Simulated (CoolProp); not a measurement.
Carbon monoxide along the isobar 4690 kPa: fugacity coefficient from the reference equation and from simpler models built on Tc = 132.9 K, pc = 3498 kPa, ω = 0.050; each cubic takes its own stable root.

Model: reference Helmholtz-energy equation of state, Lemmon 2006, in CoolProp. It is a short technical equation, of lower accuracy than the large ones.

```csv
T (K),phase,reference
125.2,liquid,0.4210
131.2,liquid,0.5086
137.1,supercritical,0.5921
143.1,supercritical,0.6577
149.1,supercritical,0.7026
155,supercritical,0.7380
161,supercritical,0.7682
167,supercritical,0.7940
172.9,supercritical,0.8161
178.9,supercritical,0.8358
184.9,supercritical,0.8531
190.9,supercritical,0.8685
196.8,supercritical,0.8819
202.8,supercritical,0.8942
```

Task: How far does each simpler model (van der Waals, Redlich-Kwong, Soave-Redlich-Kwong) lie from the reference over these 14 states: mean and median of the absolute difference, and the worst?

Result: 
- van der Waals: mean 3.0 %, median 1.9 %, worst +15.5 % at 125.2 K and 4690 kPa
- Redlich-Kwong: mean 0.7 %, median 0.7 %, worst +1.7 % at 125.2 K and 4690 kPa
- Soave-Redlich-Kwong: mean 0.5 %, median 0.5 %, worst +1.1 % at 125.2 K and 4690 kPa
